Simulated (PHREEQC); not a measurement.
Solution (25 °C): 0.007 mol NaH2PO4, 0.0002 mol Na2SO4 and 0.066 mol NaCl per kg of water. Closed to the air; pH follows from the charge balance.

Equilibrium calculation in PHREEQC: ion-association model, phreeqc.dat.

| quantity | before | after |
|---|---|---|
| pH | 4.68 | 4.78 |
| ionic strength (mol/kgw) | 0.0736 | 0.00764 |

Q: What was changed between the two runs?
(A) NaCl from 0.066 to 0.0066 mol/kgw
(B) NaH2PO4 left out
(C) 0.0042 mol/kgw KCl added
(D) NaCl left out
(E) Na2SO4 from 0.0002 to 0.001 mol/kgw

A: D, NaCl left out

No solid was allowed to form.
